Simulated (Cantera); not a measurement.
A closed system holds: 1 mol SiHCl3, 0.015 mol CH4, 520 mol H2, 0.042 mol C3H8, at 27.8 Torr.

Cantera equilibrium calculation (NASA polynomials, part measured and part estimated; ideal gas, pure solids and liquids). Candidate condensed phases: C, C6H6, C7H8, C8H18, Si, SiC; 109 gas species. Mutual solubility and eutectic melting of coexisting phases are not modelled. Gases not in the tables: Si2H6 and higher silanes. Equilibrium is a limit: real reactors are often held back by kinetics, nucleation or transport. All values below are at 1500 °C.

Base state: H2 0.993, HCl 0.00553, H 0.00147, SiCl2 9.90e-5, Si 5.76e-5, SiH2 2.45e-5, SiH 1.36e-5 (mole fractions); condensed: Si(l) + SiC(s).

Problem. What changes in the equilibrium state with this change: SiHCl3 replaced by (CH3)2SiCl2?

Solution. 
| species | before | after |
|---|---|---|
| H2 | 0.993 | 0.995 |
| HCl | 0.00553 | 0.00381 |
| H | 0.00147 | 0.00147 |
| C2H2 (acetylene) | 6.27e-8 | 0.000139 |
| Si | 5.76e-5 | 1.22e-6 |
| SiCl2 | 9.90e-5 | 9.94e-7 |
| CH4 | 6.53e-7 | 3.08e-5 |
| SiH | 1.36e-5 | 2.90e-7 |
| SiH2 | 2.45e-5 | 5.21e-7 |
| Si(l), mol | 0.754 | 0 |
| SiC(s), mol | 0.140 | 0.998 |
| C(graphite), mol | 0 | 0.980 |
The feed counts by its element totals alone.
